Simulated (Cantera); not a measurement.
Adiabatic ignition

An adiabatic, constant-pressure homogeneous reactor starts with H2 : O2 : N2 : H2O = 1 : 0.649 : 2.44 : 0.099 (molar parts), at 1648 K and 19500 Torr.

Computed with Cantera and GRI-Mech 3.0 (53 species, 325 reactions). The hydrogen kinetics of GRI-Mech 3.0 are dated; newer H2 mechanisms differ, most at raised pressure. The pressure lies above the range GRI-Mech 3.0 was tuned for (to about 10 atm). Above 3000 K some thermodynamic fits are extrapolated.

```tsv
t (s)	T (K)	x H2	x O2	x H2O	x HO2	x O	x NO
2.00e-6	3028	0.0133	0.0379	0.264	4.54e-5	0.00483	0.000552
5.35e-6	3028	0.0133	0.0374	0.264	4.48e-5	0.00476	0.00159
1.43e-5	3025	0.0133	0.0364	0.264	4.36e-5	0.00463	0.00415
3.82e-5	3018	0.0135	0.0341	0.265	4.11e-5	0.00439	0.00933
0.000102	3010	0.0136	0.0317	0.265	3.83e-5	0.00411	0.0151
0.000273	3008	0.0137	0.0310	0.265	3.76e-5	0.00404	0.0167
0.000731	3008	0.0137	0.0310	0.265	3.76e-5	0.00404	0.0168
0.00196	3008	0.0137	0.0310	0.265	3.76e-5	0.00404	0.0168
0.00523	3008	0.0137	0.0310	0.265	3.76e-5	0.00404	0.0168
0.0140	3008	0.0137	0.0310	0.265	3.76e-5	0.00404	0.0168
0.0374	3008	0.0137	0.0310	0.265	3.76e-5	0.00404	0.0168
0.100	3008	0.0137	0.0310	0.265	3.76e-5	0.00404	0.0168
```
x: mole fraction; the columns are a selection and need not sum to one.

```
Item                                                              Result
---------------------------------  -------------------------------------
time of steepest temperature rise                               0.442 µs
temperature at 0.100 s                                            3008 K
equilibrium temperature                                           3008 K
x(H2) at 0.100 s                   0.0137 (gas-phase equilibrium 0.0137)
x(O2) at 0.100 s                   0.0310 (gas-phase equilibrium 0.0310)
x(H2O) at 0.100 s                    0.265 (gas-phase equilibrium 0.265)
```
